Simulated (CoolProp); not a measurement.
Vapour-liquid equilibrium of propane (1) + isobutene (2) at -3.95 °C; x and y are mole fractions of (1).

The numbers come from the multi-fluid Helmholtz-energy mixture model, Lemmon 2009 and Lemmon 2005; pair parameters Bell 2016 in CoolProp.

```
x      bubble pressure (bar)  y at the bubble point  dew pressure at overall composition x (bar)  liquid density (mol/L)
-----  ---------------------  ---------------------  -------------------------------------------  ----------------------
0.05                   1.355                  0.192                                        1.190                   11.15
0.125                  1.635                  0.372                                        1.272                   11.21
0.2                    1.882                  0.491                                        1.365                   11.28
0.275                  2.106                  0.578                                        1.472                   11.35
0.35                   2.318                  0.647                                        1.595                   11.42
0.425                  2.524                  0.706                                        1.738                   11.50
0.5                    2.728                  0.757                                        1.904                   11.57
0.575                  2.934                  0.804                                        2.099                   11.65
0.65                   3.144                  0.846                                        2.327                   11.73
0.725                  3.360                  0.885                                        2.596                   11.81
0.8                    3.582                  0.920                                        2.916                   11.90
0.875                  3.809                  0.953                                        3.303                   11.98
0.95                   4.041                  0.982                                        3.787                   12.06
```

No azeotrope shows between x = 0.05 and 0.95.

The pair parameters rest on a limited set of measurements; away from them the model extrapolates.
